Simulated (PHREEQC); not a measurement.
Solution (25 °C): 140 mmol/kgw NH4HF2 and 62 mmol/kgw H2SiF6. Closed to the air; pH follows from the charge balance.

Equilibrium calculation in PHREEQC: ion-association model, phreeqc.dat.

```
quantity                  before   after
------------------------  ------  ------
pH                          1.88    1.77
ionic strength (mol/kgw)   0.219   0.209
HF (mol/kgw)               0.232   0.218
F- (mol/kgw)              0.0174  0.0128
HF2- (mol/kgw)            0.0154  0.0106
```

Q: Name the change that produced these shifts.
A. 0.0019 mol/kgw NaHF2 added
B. H2SiF6 replaced by HBF4 at the same molality
C. NH4HF2 replaced by HBF4 at the same molality
D. 0.011 mol/kgw CO2 added
E. NH4HF2 from 0.14 to 0.126 mol/kgw

A: E, NH4HF2 from 0.14 to 0.126 mol/kgw

No solid was allowed to form. SiF6-2 is the database's only silicon fluoride.
